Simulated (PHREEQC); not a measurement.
A solution holds 2.6 mmol/kgw NH3 and 11 mmol/kgw Na2CO3, at 57 °C. Closed to the air; pH follows from the charge balance.

All values are PHREEQC results (ion-association model, wateq4f.dat), not measurements.

No solid was allowed to form.

What pH, ionic strength does the model give?

pH 10.35; ionic strength 0.0231 mol/kgw.

In which forms is C present?

CO3-2 45 %, NaCO3- 36 %, HCO3- 18 % of the C.

Away from 25 °C the constants follow the database's enthalpies or fits; those with neither stay at their 25 °C values.
